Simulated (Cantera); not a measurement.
A closed system holds: 1 mol Si, 1.3 mol HCl, 4.9 mol H2, held at 14000 Pa.

Method: chemical equilibrium by Gibbs-energy minimisation in Cantera with the NASA 1993 tables (ideal gas, pure condensed phases). Candidate condensed phases: Si; 19 gas species. The numbers say what is thermodynamically allowed, not how fast it happens.

Over these rows the condensed part is Si(s). Partial pressures as log10 of bar:

| T (K) | 1000/T (1/K) | log p SiCl2 | log p H2 | log p SiCl4 | log p SiHCl3 |
|---|---|---|---|---|---|
| 698 | 1.4327 | -7.82 | -0.88 | -2.25 | -2.56 |
| 773 | 1.2937 | -6.66 | -0.88 | -2.25 | -2.57 |
| 848 | 1.1792 | -5.71 | -0.88 | -2.25 | -2.59 |
| 923 | 1.0834 | ? | -0.88 | -2.26 | -2.61 |
| 998 | 1.0020 | -4.26 | -0.89 | -2.27 | -2.63 |
| 1073 | 0.9320 | -3.70 | -0.89 | -2.31 | -2.67 |

### Question
Fit log p(SiCl2) = a + b·(1000/T) to the five rows, give the apparent enthalpy, and predict the row at 923 K.

### Answer
Means: 1000/T = 1.1679, log p = -5.630. Sxy = -1.392960, Sxx = 0.1692440, so b = -8.23 and a = -5.630 − (-8.23)×1.1679 = 3.98.
Apparent enthalpy: −19.145 × (-8.23) = 158 kJ/mol. With the condensed phases at unit activity, 1/2 Si(s) + 1/2 SiCl4(g) = SiCl2(g) links this pressure to the main gases: over the six rows their terms move log p by -0.03 in all, so the slope is close to that reaction's ΔH°. The five rows lie within 0.01 of the line.
Prediction at 923 K: 3.98 + (-8.23)×1.0834 = -4.94. The computed value is -4.92, 0.02 from the line.
